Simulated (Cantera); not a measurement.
**C2H6 + CO2 + N2 (carbon deposition, reforming and gasification)**

Feed: 1 mol C2H6, 5.5 mol CO2, 28 mol N2.

These are equilibrium values from Cantera (NASA tables, ideal gas, pure condensed phases), not measurements of a reactor. Candidate condensed phases: C, C6H6, C7H8, C8H18, H2O; 136 gas species. The ideal-gas law is rough above about 30 bar. Rates play no part.

Stable condensed phases:

```
T in K \ P in Pa
               10       72      520     3700    27000   190000  1400000 10000000
   2198         A        A        A        A        A        A        A        A
   2098         A        A        A        A        A        A        A        A
   1998         A        A        A        A        A        A        A        A
   1898         A        A        A        A        A        A        A        A
   1798         A        A        A        A        A        A        A        A
   1698         A        A        A        A        A        A        A        A
   1598         A        A        A        A        A        A        A        A
   1498         A        A        A        A        A        A        A        A
   1398         A        A        A        A        A        A        A        A
   1298         A        A        A        A        A        A        A        A
   1198         A        A        A        A        A        A        A        A
   1098         A        A        A        A        A        A        A        B
    998         A        A        A        A        A        A        B        B
    898         A        A        A        A        A        B        B        B
```

A: gas only; B: C.
